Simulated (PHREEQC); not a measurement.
Make-up at 25 °C: 0.013 mol AlCl3 and 0.00062 mol Na2SiF6 per kg of water. Closed to the air; pH follows from the charge balance.

Equilibrium calculation in PHREEQC: ion-association model, wateq4f.dat.

No solid was allowed to form.

Task: Estimate the pH.

Result: pH 2.68.

Task: In which forms is F present?

Result: AlF+2 96 %, AlF2+ 4.0 % of the F.

Examples of supersaturated solids here: Quartz (slow to form), Chalcedony (slow to form). Others may be too. SiF6-2 is the database's only silicon fluoride. Fluoro complexes past AlF4- and FeF3 are missing from the database.
